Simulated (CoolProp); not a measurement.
Vapour-liquid equilibrium of C2F6 (R116) (1) + R143a (2) at -65.75 °C; x and y are mole fractions of (1).

The numbers come from the multi-fluid Helmholtz-energy mixture model, Lemmon 2006 and Lemmon and Jacobsen 2000; pair parameters Bell 2016 in CoolProp.

```
x     bubble pressure (kPa)  y at the bubble point  dew pressure at overall composition x (kPa)  liquid density (mol/L)
----  ---------------------  ---------------------  -------------------------------------------  ----------------------
0.05                  65.11                  0.429                                        40.41                   14.25
0.15                  104.9                  0.670                                        44.93                   13.84
0.25                  130.7                  0.752                                        50.57                   13.44
0.35                  147.1                  0.793                                        57.79                   13.06
0.45                  157.7                  0.818                                        67.36                   12.70
0.55                  165.1                  0.836                                        80.61                   12.37
0.65                  171.1                  0.854                                        99.98                   12.06
0.75                  176.7                  0.876                                        129.9                   11.78
0.85                  182.2                  0.907                                        169.8                   11.53
0.95                  186.8                  0.960                                        186.2                   11.32
```

No azeotrope shows between x = 0.05 and 0.95.

The pair parameters rest on a limited set of measurements; away from them the model extrapolates. With so large a gap from Raoult's law the liquid may split in two, which this calculation doesn't test in full.
